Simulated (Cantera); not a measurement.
# Hydrocarbon pyrolysis for carbon deposition

An isothermal, constant-pressure homogeneous reactor starts with C2H6 : H2 = 1 : 5 (molar parts), at 1900 K and 0.000138 atm.

Model: GRI-Mech 3.0 (53 species, 325 reactions), integrated in Cantera. GRI-Mech 3.0 stops at C3 and has no aromatics, soot or wall deposition, so with more carbon than oxygen in the feed, carbon stays in small species such as C2H2 where larger ones or solid carbon would form. Radical loss at walls, strong at low pressure, is not modelled.

| t (s) | x C2H6 | x H2 | x C2H | x CH2 | x CH4 | x H | x C2H4 |
|---|---|---|---|---|---|---|---|
| 4.00e-5 | 0.165 | 0.832 | <1e-12 | 4.77e-9 | 1.59e-5 | 1.52e-5 | 4.60e-8 |
| 0.000131 | 0.162 | 0.830 | <1e-12 | 1.65e-7 | 0.000167 | 0.000136 | 1.44e-6 |
| 0.000429 | 0.151 | 0.822 | <1e-12 | 5.10e-6 | 0.00167 | 0.00106 | 7.40e-5 |
| 0.00141 | 0.113 | 0.798 | 8.03e-10 | 7.83e-5 | 0.0141 | 0.00533 | 0.00286 |
| 0.00461 | 0.0272 | 0.739 | 5.76e-7 | 0.000241 | 0.0803 | 0.0162 | 0.0209 |
| 0.0151 | 0.000178 | 0.738 | 1.12e-5 | 0.000196 | 0.123 | 0.0207 | 0.0171 |
| 0.0494 | 8.06e-5 | 0.777 | 1.25e-5 | 9.63e-5 | 0.108 | 0.0119 | 0.00755 |
| 0.162 | 3.08e-5 | 0.807 | 9.29e-6 | 4.30e-5 | 0.0855 | 0.00687 | 0.00292 |
| 0.530 | 1.02e-5 | 0.828 | 6.98e-6 | 2.00e-5 | 0.0615 | 0.00453 | 0.00102 |
| 1.74 | 3.14e-6 | 0.846 | 6.80e-6 | 1.20e-5 | 0.0368 | 0.00404 | 0.000329 |
| 5.69 | 5.63e-7 | 0.861 | 8.79e-6 | 8.14e-6 | 0.0140 | 0.00488 | 6.47e-5 |
| 18.6 | 2.55e-8 | 0.866 | 1.48e-5 | 4.37e-6 | 0.00235 | 0.00797 | 5.81e-6 |
| 61.1 | 1.16e-10 | 0.859 | 3.27e-5 | 1.18e-6 | 0.000120 | 0.0174 | 9.61e-7 |
| 200 | <1e-12 | 0.841 | 6.96e-5 | 1.88e-7 | 4.11e-6 | 0.0366 | 3.49e-7 |
x: mole fraction; the columns are a selection and need not sum to one.

Equilibrium at this temperature and pressure: C2H6 <1e-12, H2 0.818, C2H 0.000118, CH2 1.39e-7, CH4 1.03e-6, H 0.0611, C2H4 1.67e-7 (gas phase only).
